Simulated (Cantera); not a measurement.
A freely propagating, adiabatic, planar premixed flame of 21.2 % H₂, 16.1 % O₂, 60.5 % N₂, 2.12 % H₂O, equivalence ratio 0.66, unburnt at 550 K and 2100 Torr; mixture-averaged transport, grid criteria slope 0.08 and curve 0.16, no radiation.

Model: the H2/O2 subset of GRI-Mech 3.0, which has no nitrogen chemistry, integrated in Cantera. The hydrogen kinetics of GRI-Mech 3.0 are dated; newer H2 mechanisms differ, most at raised pressure. Burning velocities carry a grid error of a few per cent, more on coarse grids. Lean hydrogen flames are cellular in practice and burn faster than this planar one.

x: mole fraction of selected species; z is measured from the peak of heat release.

| z (mm) | T (K) | u (m/s) | x H₂ | x O₂ | x H₂O | x H | x O | x OH |
|---|---|---|---|---|---|---|---|---|
| -0.342 | 550 | 2.91 | 0.212 | 0.161 | 0.0212 | <1e-8 | <1e-8 | <1e-8 |
| -0.228 | 550 | 2.91 | 0.212 | 0.161 | 0.0213 | <1e-8 | <1e-8 | <1e-8 |
| -0.171 | 550 | 2.90 | 0.210 | 0.161 | 0.0213 | <1e-8 | <1e-8 | <1e-8 |
| -0.114 | 554 | 2.90 | 0.204 | 0.163 | 0.0217 | <1e-8 | 9.96e-8 | <1e-8 |
| -0.0571 | 635 | 3.22 | 0.172 | 0.166 | 0.0299 | 3.68e-5 | 1.16e-5 | 4.51e-5 |
| -0.0285 | 907 | 4.47 | 0.129 | 0.156 | 0.0647 | 0.00138 | 0.000311 | 0.000717 |
| 0 | 1277 | 6.18 | 0.0747 | 0.125 | 0.130 | 0.00676 | 0.00249 | 0.00262 |
| 0.0285 | 1547 | 7.45 | 0.0348 | 0.0918 | 0.187 | 0.0107 | 0.00567 | 0.00654 |
| 0.0571 | 1701 | 8.17 | 0.0181 | 0.0749 | 0.215 | 0.00982 | 0.00678 | 0.00957 |
| 0.114 | 1854 | 8.86 | [?] | 0.0664 | 0.232 | [?] | [?] | [?] |
| 0.228 | 1969 | 9.36 | 0.00535 | 0.0639 | 0.242 | 0.00217 | 0.00304 | 0.00957 |
| 0.456 | 2037 | 9.65 | 0.00236 | 0.0633 | 0.249 | 0.000590 | 0.00131 | 0.00686 |
| 0.913 | 2068 | 9.78 | [?] | 0.0635 | 0.253 | [?] | [?] | [?] |

Problem. Fill in the missing entries.

Solution. 
- 0.114, x H₂: 0.00967
- 0.114, x H: 0.00570
- 0.114, x O: 0.00551
- 0.114, x OH: 0.0110
- 0.913, x H₂: 0.000886
- 0.913, x H: 0.000133
- 0.913, x O: 0.000494
- 0.913, x OH: 0.00441
